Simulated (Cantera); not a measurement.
**AlN + Cl2 (nitride etching)**

Input: 1 mol AlN, 1.6 mol Cl2, at 1123 K.

Method: chemical equilibrium by Gibbs-energy minimisation in Cantera with the NASA 1993 tables (ideal gas, pure condensed phases). Candidate condensed phases: Al, AlCl3, AlN; 11 gas species. Kinetics and transport are ignored.

```csv
P (Pa),log p AlCl3,log p N2,log p Cl,log p Cl2,log p Al2Cl6
1,-5.22,-5.52,-6.07,-6.75,-12.10
4.20,-4.59,-4.89,-5.63,-5.86,-10.84
18,-3.96,-4.26,-5.24,-5.09,-9.57
75,-3.33,-3.63,-4.90,-4.40,-8.32
320,-2.70,-3.00,-4.56,-3.73,-7.06
1300,-2.09,-2.39,-4.25,-3.11,-5.84
5600,-1.46,-1.76,-3.93,-2.46,-4.57
24000,-0.83,-1.12,-3.61,-1.83,-3.31
100000,-0.21,-0.50,-3.30,-1.20,-2.08
```
log p: log10 of the partial pressure in bar; nothing condenses.

From 1.00 Pa to 100000 Pa nothing is condensed. The main Al-bearing gas is AlCl3 throughout.
